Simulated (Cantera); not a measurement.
# Adiabatic ignition

An adiabatic, constant-volume homogeneous reactor starts with 5.27 % CH4, 0.633 % H2, 19.8 % O2, 74.3 % N2, at 1775 K and 100000 Pa.

Detailed kinetics in Cantera: GRI-Mech 3.0 (53 species, 325 reactions).

```tsv
t (s)	T (K)	P (bar)	x CH4	x H2	x O2	x H2O	x CH2	x NO
2.00e-6	1775	1.000	0.0527	0.00633	0.198	2.18e-6	4.32e-11	<1e-12
4.51e-6	1775	1.000	0.0527	0.00633	0.198	8.19e-6	1.82e-10	<1e-12
1.02e-5	1775	1.000	0.0526	0.00633	0.198	2.96e-5	9.04e-10	3.12e-12
2.30e-5	1775	1.000	0.0525	0.00633	0.198	0.000135	7.39e-9	1.35e-11
5.18e-5	1777	1.00	0.0510	0.00639	0.197	0.00114	1.89e-7	1.07e-10
0.000117	2554	1.49	<1e-12	0.00788	0.0865	0.0831	<1e-12	0.000147
0.000264	2767	1.59	<1e-12	0.00504	0.0856	0.0914	<1e-12	0.00215
0.000595	2768	1.59	<1e-12	0.00491	0.0836	0.0920	<1e-12	0.00661
0.00134	2760	1.59	<1e-12	0.00486	0.0806	0.0925	<1e-12	0.0132
0.00303	2753	1.58	<1e-12	0.00482	0.0782	0.0929	<1e-12	0.0186
0.00684	2751	1.58	<1e-12	0.00481	0.0776	0.0930	<1e-12	0.0200
0.0154	2751	1.58	<1e-12	0.00481	0.0776	0.0930	<1e-12	0.0200
0.0348	2751	1.58	<1e-12	0.00481	0.0776	0.0930	<1e-12	0.0200
0.0786	2751	1.58	<1e-12	0.00481	0.0776	0.0930	<1e-12	0.0200
0.177	2751	1.58	<1e-12	0.00481	0.0776	0.0930	<1e-12	0.0200
0.400	2751	1.58	<1e-12	0.00481	0.0776	0.0930	<1e-12	0.0200
```
x: mole fraction; the columns are a selection and need not sum to one.

| Property | Value |
|---|---|
| time of steepest temperature rise | 95.8 µs |
| temperature at 0.400 s | 2751 K |
| equilibrium temperature | 2751 K |
| x(CH4) at 0.400 s | <1e-12 (gas-phase equilibrium <1e-12) |
| x(H2) at 0.400 s | 0.00481 (gas-phase equilibrium 0.00481) |
| x(O2) at 0.400 s | 0.0776 (gas-phase equilibrium 0.0776) |
